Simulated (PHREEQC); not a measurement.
Solution (25 °C): 0.12 mol/kgw Cu(NO3)2, 0.0011 mol/kgw HCl and 0.032 mol/kgw KCl. Closed to the air; pH follows from the charge balance.

The numbers come from PHREEQC with the ion-association model, phreeqc.dat.

No solid was allowed to form.

**Question.** Order these Cl species by the share of Cl that they hold, largest first: CuCl+, Cl-, CuCl2.

**Answer.** Cl- (92 %), CuCl+ (7.8 %), CuCl2 (0.10 %)

The pH is 3.07 and the ionic strength 0.388 mol/kgw. Complexes and solids missing from the database can't appear.
